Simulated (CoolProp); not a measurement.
Vapour-liquid equilibrium of acetone (1) + water (2) at 0.0892 MPa; x and y are mole fractions of (1).

Computed with CoolProp (multi-fluid Helmholtz-energy mixture model, Lemmon 2006 and Wagner 2002; pair parameters Bell 2016).

| x | bubble temperature (°C) | y at the bubble point | dew temperature at overall composition x (°C) | liquid density (mol/L) |
|---|---|---|---|---|
| 0.05 | 77.3 | 0.542 | 95.1 | 48.29 |
| 0.15 | 61.6 | 0.781 | 92.2 | 39.90 |
| 0.25 | 58.0 | 0.821 | 89.1 | 33.44 |
| 0.35 | 57.3 | 0.828 | 85.5 | 28.45 |
| 0.45 | 57.1 | 0.830 | 81.5 | 24.54 |
| 0.55 | 56.7 | 0.836 | 76.9 | 21.41 |
| 0.65 | 56.0 | 0.850 | 71.3 | 18.88 |
| 0.75 | 55.1 | 0.876 | 64.2 | 16.80 |
| 0.85 | 54.0 | 0.915 | 56.1 | 15.07 |
| 0.95 | 52.9 | 0.968 | 53.2 | 13.62 |

No azeotrope shows between x = 0.05 and 0.95.

The pair parameters rest on a limited set of measurements; away from them the model extrapolates. With so large a gap from Raoult's law the liquid may split in two, which this calculation doesn't test in full.
